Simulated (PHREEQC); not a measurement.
Solution (25 °C): 0.17 mol HF, 0.0015 mol NaF, 6.5e-05 mol (NH4)2SiF6 and 0.039 mol HCl per kg of water. Closed to the air; pH follows from the charge balance.

All values are PHREEQC results (ion-association model, phreeqc.dat), not measurements.

Precipitation was switched off in this run.

Q: Predict the pH, ionic strength.

A: pH 1.43; ionic strength 0.0451 mol/kgw.

Q: In which forms is F present?

A: HF 95 %, HF2- 2.6 %, F- 2.1 % of the F.

SiF6-2 is the database's only silicon fluoride.
